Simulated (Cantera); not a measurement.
A counterflow diffusion flame at 0.740 bar, nozzles 20 mm apart: fuel side CH₄ = 1 (molar parts) at 500 K, oxidiser side O₂ : N₂ = 0.18 : 0.82 (molar parts) at 698 K, fuel mass flux 0.73 times the oxidiser's; mixture-averaged transport, no radiation.

Computed with Cantera and GRI-Mech 3.0 (53 species, 325 reactions). GRI-Mech 3.0 has no aromatics or soot, which form on the fuel side of real flames. The maximum strain rate includes the flame's own expansion and is several times the mean. A flux with no burning solution from the previous one only brackets extinction.

x: mole fraction; the columns are a selection and need not sum to one.

```csv
oxidiser flux (kg/m²/s),max strain (1/s),mean strain (1/s),T max (K),peak x OH,peak x H,peak x NO,peak x CO,peak x C₂H₂
0.18,185,47.6,2063,0.00727,0.00472,0.000238,0.0489,0.0124
0.27,…,71.4,2045,0.00713,0.00493,…,0.0483,0.0113
0.4,385,106,2029,0.00701,0.00515,0.000179,0.0481,0.0105
0.59,…,156,2009,0.00679,0.00529,…,0.0483,…
0.88,804,233,1980,0.00637,0.00528,0.000105,0.0485,0.00819
1.3,1160,344,1944,0.00577,0.00506,6.74e-5,0.0491,0.00656
1.9,1660,502,1886,0.00476,0.00434,3.17e-5,0.0496,0.00431
```

What belongs in the gaps?


- 0.27, max strain (1/s): 267
- 0.27, peak x NO: 0.000209
- 0.59, max strain (1/s): 553
- 0.59, peak x NO: 0.000144
- 0.59, peak x C₂H₂: 0.00953
